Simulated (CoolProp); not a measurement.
Fluorine at several states: density (kg/m³) from the reference equation and from simpler models built on Tc = -128.7 °C, pc = 5.240 MPa, ω = 0.045; each cubic takes its own stable root.

Computed with CoolProp (reference Helmholtz-energy equation of state, de Reuck 1990).

```
T (°C)   p (MPa)   phase  reference
-------  -------  ------  ---------
-39.25     0.331     gas      6.494
-152.65     6.15  liquid       1241
-49.35    0.0765     gas      1.564
-3.45        3.3     gas      57.21
-155.25     2.14  liquid       1235
-145.75     1.24     gas      51.01
```

Question: How far does each simpler model (van der Waals, Redlich-Kwong, Soave-Redlich-Kwong, Peng-Robinson) lie from the reference over these 6 states: mean and median of the absolute difference, and the worst?

Answer: 
- van der Waals: mean 20.7 %, median 1.9 %, worst -91.0 % at -155.25 °C and 2.14 MPa
- Redlich-Kwong: mean 1.2 %, median 0.2 %, worst -4.0 % at -155.25 °C and 2.14 MPa
- Soave-Redlich-Kwong: mean 1.2 %, median 0.3 %, worst -3.8 % at -155.25 °C and 2.14 MPa
- Peng-Robinson: mean 3.4 %, median 0.9 %, worst +9.6 % at -152.65 °C and 6.15 MPa

At some of these states van der Waals gives the other phase, because its saturation line lies elsewhere.
